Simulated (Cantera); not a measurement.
An isothermal, constant-pressure homogeneous reactor starts with CH4 : H2 : H = 0.036 : 1 : 0.041 (molar parts), at 1425 K and 10.00 Torr. Integrator tolerance rtol = 1e-08.

Cantera simulation using GRI-Mech 3.0 (53 species, 325 reactions); the numbers are that mechanism's predictions, not measurements. GRI-Mech 3.0 stops at C3 and has no aromatics, soot or wall deposition, so with more carbon than oxygen in the feed, carbon stays in small species such as C2H2 where larger ones or solid carbon would form. Radical loss at walls, strong at low pressure, is not modelled.

### Question
What does this change do: pressure from 10.00 Torr to 90.0 Torr?

### Answer
| quantity | before | after |
|---|---|---|
| x(CH4) at 200 s | 0.0163 (gas-phase equilibrium 0.00314) | 0.0192 (gas-phase equilibrium 0.0189) |
| x(H2) at 200 s | 0.975 (gas-phase equilibrium 0.982) | 0.974 (gas-phase equilibrium 0.974) |
| x(H) at 200 s | 5.17e-5 (gas-phase equilibrium 5.89e-5) | 1.95e-5 (gas-phase equilibrium 1.96e-5) |
| x(C2H) at 200 s | 5.22e-10 (gas-phase equilibrium 1.03e-9) | 1.55e-10 (gas-phase equilibrium 1.58e-10) |
| x(C2H4) at 200 s | 7.42e-5 (gas-phase equilibrium 0.000121) | 0.000488 (gas-phase equilibrium 0.000496) |
